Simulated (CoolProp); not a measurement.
A closed Brayton cycle with dry air: compressor inlet 311.15 K and 0.12 MPa, high pressure 0.26 MPa, turbine inlet 840 K, compressor efficiency 0.85, turbine efficiency 0.9, recuperator effectiveness 0.9 (on enthalpy, no pinch check). Each further row changes one setting.

Values from CoolProp's reference Helmholtz-energy equation of state, Lemmon 2000. It is a pseudo-pure fit of the blend.

| case | thermal efficiency (%) | net work (kJ/kg) | compressor to turbine work | compressor exit (K) | turbine exit (K) |
|---|---|---|---|---|---|
| as stated | 33.3 | 61.1 | 0.60 | 401.3 | 700.8 |
| turbine inlet 790 K | 30.6 | 51.9 | [?] | 401.3 | [?] |
| compressor inlet 321.15 K | 31.9 | [?] | 0.62 | 414.1 | 700.8 |
| high pressure 0.221 MPa | [?] | [?] | 0.57 | 380.7 | [?] |
| recuperator effectiveness 0.5 | 19.8 | 61.1 | 0.60 | 401.3 | 700.8 |

**Question.** Some entries are withheld; supply them.

**Answer.** 
- turbine inlet 790 K, compressor to turbine work: 0.64
- turbine inlet 790 K, turbine exit (K): 657.9
- compressor inlet 321.15 K, net work (kJ/kg): 58.2
- high pressure 0.221 MPa, thermal efficiency (%): 33.0
- high pressure 0.221 MPa, net work (kJ/kg): 52.5
- high pressure 0.221 MPa, turbine exit (K): 728.1
